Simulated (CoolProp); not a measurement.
Saturation properties of n-octane.

Computed with CoolProp (reference Helmholtz-energy equation of state, Beckmüller 2019).

```tsv
T (°C)	p (kPa)	vapour density (kg/m³)	liquid viscosity (µPa s)	liquid conductivity (mW/(m K))
170.55	304.5	10.73	143	85.7
177.95	356.4	12.55	135	84.0
185.45	415.6	14.65	128	82.3
192.95	481.9	17.04	___	80.6
200.45	___	19.77	114	78.9
207.95	638.5	22.88	___	77.2
215.35	728.7	26.37	101	75.6
222.85	829.6	30.43	95.3	74.0
230.35	940.7	35.08	89.4	72.4
237.85	1063	40.46	83.7	70.8
245.25	1195	46.64	78.2	69.3
252.75	1342	___	72.7	67.8
260.25	1502	62.82	67.2	66.4
```

Task: Complete the blanks.

Result: 
- 192.95, liquid viscosity (µPa s): 121
- 200.45, p (kPa): 556.1
- 207.95, liquid viscosity (µPa s): 108
- 252.75, vapour density (kg/m³): 54.00

It boils at 125.6 °C under 1 atm.

Viscosity comes from a separate model (Huber 2004). Thermal conductivity comes from a separate model (Huber 2005).
